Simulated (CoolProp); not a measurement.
Toluene along the isobar 38.6 bar: density (kg/m³) from the reference equation and from simpler models built on Tc = 591.7 K, pc = 41.26 bar, ω = 0.266; each cubic takes its own stable root.

The numbers come from the reference Helmholtz-energy equation of state, Lemmon 2006 in CoolProp. It is a short technical equation, of lower accuracy than the large ones.

```tsv
T (K)	phase	reference	van der Waals	Redlich-Kwong	Soave-Redlich-Kwong	Peng-Robinson
242.1	liquid	916.2	535.5	793.9	804.2	901.7
259	liquid	900.8	528.7	782.8	794.8	891.8
275.9	liquid	885.5	521.7	771.2	784.8	881.2
292.8	liquid	870.1	514.5	759.0	774.2	870.0
309.7	liquid	854.6	507.0	746.2	763.0	___
326.5	liquid	839.1	499.4	732.9	751.2	845.5
343.4	liquid	___	491.4	718.9	738.6	831.9
360.3	liquid	807.2	483.2	704.1	725.2	817.5
377.2	liquid	790.8	474.5	688.7	710.9	802.1
394.1	liquid	773.9	465.5	672.4	695.7	785.5
411	liquid	756.6	456.1	655.3	679.5	767.6
427.8	liquid	738.7	446.2	637.2	662.1	748.5
444.7	liquid	___	435.6	617.9	643.3	727.6
```

Problem. Fill in the missing entries.

Solution. 
- 309.7, Peng-Robinson: 858.1
- 343.4, reference: 823.3
- 444.7, reference: 720.0
